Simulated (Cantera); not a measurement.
A freely propagating, adiabatic, planar premixed flame of CH4 : O2 : N2 : H2O = 1 : 2.22 : 9.11 : 0.63 (molar parts), equivalence ratio 0.90, unburnt at 650 K and 4.93 atm; multicomponent transport, grid criteria slope 0.08 and curve 0.16, no radiation.

Detailed kinetics in Cantera: GRI-Mech 3.0 (53 species, 325 reactions). Burning velocities carry a grid error of a few per cent, more on coarse grids.

x: mole fraction of selected species; z is measured from the peak of heat release.

```
z (mm)   T (K)  u (m/s)     x CH4    x O2   x H2O      x C2H6     x NO      x OH
-------  -----  -------  --------  ------  ------  ----------  -------  --------
-0.409     651    0.551    0.0770   0.171  0.0487  (withheld)    <1e-8     <1e-8
-0.273     657    0.557    0.0766   0.170  0.0497  (withheld)  1.07e-8     <1e-8
-0.204     675    0.573    0.0754   0.169  0.0523  (withheld)  4.52e-8     <1e-8
-0.136     763    0.651    0.0701   0.162  0.0633  (withheld)  2.94e-7   1.19e-7
-0.0681   1129    0.971    0.0475   0.129   0.103  (withheld)  2.58e-6   7.86e-6
-0.0341   1482     1.28    0.0247  0.0931   0.140  (withheld)  6.16e-6  0.000123
0         1833     1.59   0.00430  0.0524   0.175  (withheld)  1.17e-5   0.00174
0.0341    1985     1.71  0.000131  0.0325   0.187  (withheld)  1.82e-5   0.00517
0.0681    2051     1.76   2.48e-6  0.0266   0.190       <1e-8  2.23e-5   0.00595
0.136     2123     1.81     <1e-8  0.0225   0.193       <1e-8  2.73e-5   0.00539
0.273     2179     1.85     <1e-8  0.0198   0.197       <1e-8  3.34e-5   0.00422
0.545     2211     1.88     <1e-8  0.0184   0.200       <1e-8  4.09e-5   0.00326
1.09      2221     1.89     <1e-8  0.0179   0.200       <1e-8  5.20e-5   0.00288
```

Fill in the missing entries.


- -0.409, x C2H6: 1.05e-7
- -0.273, x C2H6: 1.38e-6
- -0.204, x C2H6: 7.56e-6
- -0.136, x C2H6: 6.23e-5
- -0.0681, x C2H6: 0.000475
- -0.0341, x C2H6: 0.000615
- 0, x C2H6: 5.36e-5
- 0.0341, x C2H6: 5.21e-8
